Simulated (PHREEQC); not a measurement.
Dissolve 0.0044 mol MnSO4, 4.7e-05 mol TMAH and 0.043 mol NaAlO2 per kg of water at 25 °C. Closed to the air; pH follows from the charge balance.

The numbers come from PHREEQC with the ion-association model, phreeqc.dat.

```json
[
 {"quantity": "pH", "before": "8.98", "after": "8.78"},
 {"quantity": "Mn+2 (mol/kgw)", "before": "0.00385", "after": "0.000821"},
 {"quantity": "SO4-2 (mol/kgw)", "before": "0.00357", "after": "0.000808"},
 {"quantity": "MnSO4 (mol/kgw)", "before": "0.000496", "after": "4.99e-5"},
 {"quantity": "NaSO4- (mol/kgw)", "before": "0.000336", "after": "2.24e-5"},
 {"quantity": "SI of Al(OH)3(a) (Al(OH)3)", "before": "+1.42", "after": "+0.97"}
]
```

Question: Which change was made?
(A) NaAlO2 from 0.043 to 0.0645 mol/kgw
(B) TMAH replaced by (CH3)4NF at the same molality
(C) diluted 5-fold with water
(D) TMAH replaced by (CH3)4NCl at the same molality
(E) temperature from 25 to 70 °C

Answer: C, diluted 5-fold with water

Precipitation was switched off in this run. Some of these states are supersaturated (in Al(OH)3(a), Gibbsite (slow to form), for instance). (CH3)4N+ isn't in the database: it is added as a free cation with an ion size of 4 Å.
